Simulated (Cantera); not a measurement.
Input (Python, Cantera) and output of one run.

```python
import numpy as np
import cantera as ct

gas_names = [...]  # 63 gases of nasa_gas.yaml made of F, N, O, S
cond_names = """
    S(cr1) S(cr2) S(L)
""".split()


# ... load() reads the species with a 1 bar reference pressure and builds the phases ...
atoms = {
    'SF6': {'S': 1, 'F': 6},
    'O2': {'O': 2},
    'N2': {'N': 2},
}
top_T = {}  # K; cautious upper limits of use, not melting points


# ... equilibrate(T, P, feed) seeds the gas with the atoms and calls Mixture.equilibrate('TP', solver="vcs", rtol=1e-11, max_steps=5000) ...
results = []
feed = {'SF6': 1, 'O2': 2.9, 'N2': 32}  # mol
P = 10000  # Pa
for T in [3000, 3500, 4000, 4500, 5000]:
    mix = equilibrate(T, P, feed)
    results.append((T, P, feed, dict(zip(mix.species_names, mix.species_moles))))
    x = sorted(zip(gas.X, gas.species_names), reverse=True)
    print(f"T = {T:g} K  P = {P:g} Pa  gas = {mix.phase_moles(0):.4g} mol")
    print("   x: " + "  ".join(f"{s} {v:.3e}" for v, s in x if v > 0.001))
    print("   condensed (mol): " + ("  ".join(f"{mix.phase(i).name} {mix.phase_moles(i):.4g}"
          for i in range(1, mix.n_phases) if mix.phase_moles(i) > 1e-12) or "none"))
```

Output:

```
T = 3000 K  P = 10000 Pa  gas = 42.39 mol
   x: N2 7.476e-01  F 1.415e-01  O 5.174e-02  O2 2.088e-02  NO 1.466e-02  SO 1.164e-02  SO2 8.516e-03  S 3.325e-03
   condensed (mol): none
T = 3500 K  P = 10000 Pa  gas = 44.09 mol
   x: N2 7.199e-01  F 1.360e-01  O 1.050e-01  S 1.669e-02  NO 1.127e-02  SO 5.515e-03  O2 4.538e-03
   condensed (mol): none
T = 4000 K  P = 10000 Pa  gas = 44.7 mol
   x: N2 7.104e-01  F 1.342e-01  O 1.213e-01  S 2.149e-02  NO 6.306e-03  N 4.731e-03
   condensed (mol): none
T = 4500 K  P = 10000 Pa  gas = 45.24 mol
   x: N2 6.936e-01  F 1.326e-01  O 1.242e-01  N 2.371e-02  S 2.192e-02  NO 3.636e-03
   condensed (mol): none
T = 5000 K  P = 10000 Pa  gas = 46.71 mol
   x: N2 6.420e-01  F 1.284e-01  O 1.219e-01  N 8.400e-02  S 2.130e-02  NO 2.184e-03
   condensed (mol): none
```

Cantera equilibrium calculation (NASA polynomials, part measured and part estimated; ideal gas, pure solids and liquids).
